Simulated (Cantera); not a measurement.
**Ignition delay**

Mixture: H2 : O2 : N2 = 1 : 0.312 : 1 (molar parts), equivalence ratio 1.6, at 7.80 atm, adiabatic and at constant volume. Ignition delay is the time to a rise of 400 K.

Model: the H2/O2 subset of GRI-Mech 3.0, which has no nitrogen chemistry, integrated in Cantera. The hydrogen kinetics of GRI-Mech 3.0 are dated; newer H2 mechanisms differ, most at raised pressure. Where the delays flatten at high temperature, the 400 K rule measures the pace of heat release, not the induction time.

```tsv
T0 (K)	delay (ms)
1025	3.84
1100	0.652
1175	0.0784
1250	0.00906
1325	0.00408
1400	0.00256
1475	0.00182
1550	0.00138
1625	0.00110
1700	0.000908
```

The apparent activation energy between 1550 and 1700 K is 61 kJ/mol.
